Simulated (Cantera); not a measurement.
An adiabatic, constant-volume homogeneous reactor starts with 6.26 % CH4, 0.814 % C2H6, 0.194 % C3H8, 19.5 % O2, 73.3 % N2, at 1000 K and 101000 Pa.

Model: GRI-Mech 3.0 (53 species, 325 reactions), integrated in Cantera.

Predict: time of steepest temperature rise; temperature at 2.00 s; equilibrium temperature.


```
Quantity                             Value
---------------------------------  -------
time of steepest temperature rise  92.9 ms
temperature at 2.00 s               2693 K
equilibrium temperature             2693 K
```
